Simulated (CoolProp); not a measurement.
A single-stage vapour-compression cycle with the fluid: evaporating at 317.15 K (dew point), condensing at 343.15 K (bubble point), superheat 8 K, subcooling 5 K, compressor efficiency 0.65, no pressure losses. The same conditions are run with several fluids, on thermodynamics alone (safety and materials aside).

Values from CoolProp's reference Helmholtz-energy equation of state of each fluid (R113: Marx 1992; R115: Lemmon 2016; R123: Younglove 1994; dimethyl ether: Wu 2011; fluoroethane (R161): Wu 2012; R1224YDZ: Akasaka 2023).

```
fluid                cooling COP  pressure ratio  discharge temperature (K)  refrigerating effect (kJ/kg)  volumetric capacity (kJ/m³)
-------------------  -----------  --------------  -------------------------  ----------------------------  ---------------------------
R113                        7.47            2.24                      352.7                           131                          845
R115                        5.75            1.76                      353.0                          61.3                         6790
R123                        7.42            2.14                      356.3                           147                         1550
dimethyl ether              7.02            1.83                      363.1                           330                         6510
fluoroethane (R161)         6.63            1.78                      365.2                           265                         8920
R1224YDZ                    7.28            2.07                      352.5                           136                         2250
```
